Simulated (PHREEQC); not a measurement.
Ca(OH)2 is added in steps, without added water, to 1 kg of water holding 0.04 mol NH3 and 0.00047 mol H4SiO4, at 66 °C. O2 is buffered at 0.21 atm. No CO2 enters from the air. Solids allowed: SiO2(a). Others were left out.

Base run: PHREEQC, ion-association model, phreeqc.dat. Each further column changes one thing. The table gives H2SiO4-2 (mol/kgw).

```csv
Ca(OH)2 added (mol),base,all activity coefficients set to 1,metal-ligand complexes left out,Debye-Hückel limiting law,database wateq4f.dat
0,1.10e-6,9.92e-7,1.10e-6,[?],[?]
0.00375,1.62e-5,1.31e-5,1.62e-5,1.71e-5,[?]
0.01125,5.21e-5,[?],5.21e-5,[?],5.42e-5
0.015,6.92e-5,[?],6.92e-5,8.11e-5,5.44e-5
0.0225,0.000101,7.18e-5,0.000101,0.000123,5.44e-5
0.02625,0.000115,8.16e-5,0.000115,0.000143,5.44e-5
0.03375,0.000141,9.96e-5,0.000141,0.000180,5.44e-5
0.0375,0.000153,0.000108,0.000153,[?],5.44e-5
0.045,0.000175,0.000123,0.000175,0.000228,5.44e-5
0.04875,0.000185,0.000131,0.000185,0.000242,5.44e-5
0.05625,0.000203,0.000144,0.000203,0.000267,5.44e-5
0.06,0.000212,0.000150,0.000212,0.000278,5.44e-5
```

Problem. Some entries are withheld; supply them.

Solution. 
- 0, Debye-Hückel limiting law: 1.11e-6
- 0, database wateq4f.dat: 1.13e-6
- 0.00375, database wateq4f.dat: 1.69e-5
- 0.01125, all activity coefficients set to 1: 3.88e-5
- 0.01125, Debye-Hückel limiting law: 5.93e-5
- 0.015, all activity coefficients set to 1: 5.04e-5
- 0.0375, Debye-Hückel limiting law: 0.000197

Constants without temperature data keep their 25 °C values here. phreeqc.dat and wateq4f.dat share most of their constants, so their agreement is no independent check. Solids allowed in the column 'database wateq4f.dat': Portlandite, SiO2(a).
